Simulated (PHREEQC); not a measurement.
HCl is added in steps, without added water, to 1 kg of water holding 0.0061 mol AgF, 0.0008 mol KBr and 0.053 mol Na2SO4, at 15 °C. Oxygen is held at 0.21 atm. The system is closed to CO2. The run lets Cerargyrite, Bromyrite, Ag2O, Ag2SO4, Halite, Mirabilite precipitate or redissolve, and no other solid.

Base run: PHREEQC, ion-association model, wateq4f.dat. Each further column changes one thing. The table gives F- (mol/kgw).

| HCl added (mol) | base | AgF replaced by HBF4 at the same molality | diluted 5-fold with water | KBr from 0.0008 to 0.0012 mol/kgw | no solid may form |
|---|---|---|---|---|---|
| 0 | 0.00588 | 0.00139 | 0.00121 | 0.00589 | 0.00588 |
| 0.005333 | 0.00322 | 0.000899 | 0.000307 | 0.00322 | 0.00321 |
| 0.01067 | 0.00187 | 0.000662 | [?] | 0.00187 | 0.00186 |
| 0.016 | 0.00123 | 0.000523 | [?] | 0.00123 | 0.00122 |
| 0.02133 | 0.000885 | [?] | [?] | 0.000884 | 0.000884 |
| 0.02667 | 0.000680 | 0.000366 | [?] | 0.000680 | 0.000680 |
| 0.032 | 0.000545 | 0.000318 | 5.22e-5 | 0.000545 | 0.000545 |

**Question.** Some entries are withheld; supply them.

**Answer.** 
- 0.01067, diluted 5-fold with water: 0.000160
- 0.016, diluted 5-fold with water: 0.000106
- 0.02133, AgF replaced by HBF4 at the same molality: 0.000431
- 0.02133, diluted 5-fold with water: 7.92e-5
- 0.02667, diluted 5-fold with water: 6.30e-5

 Real BF4- forms and hydrolyses slowly; the run takes it at equilibrium. In at least one series the solution becomes supersaturated in solids that the run did not let form, among them Cerargyrite, Bromyrite. Solids allowed in the column 'AgF replaced by HBF4 at the same molality': Halite, Mirabilite.
